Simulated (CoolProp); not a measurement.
Vapour-liquid equilibrium of R134a (1) + R1234ze(E) (2) at 269.6 K; x and y are mole fractions of (1).

Model: multi-fluid Helmholtz-energy mixture model, Tillner-Roth 1994 and Thol 2016; pair parameters Bell 2022, in CoolProp.

Q: Give the bubble pressure and the first vapour's composition at x = 0.05, 0.5, 0.8. Is there an azeotrope?

A: x = 0.05: 1.956 bar, y = 0.076; x = 0.5: 2.333 bar, y = 0.566; x = 0.8: 2.490 bar, y = 0.827. No azeotrope shows between x = 0.05 and 0.95.

The pair parameters rest on a limited set of measurements; away from them the model extrapolates.
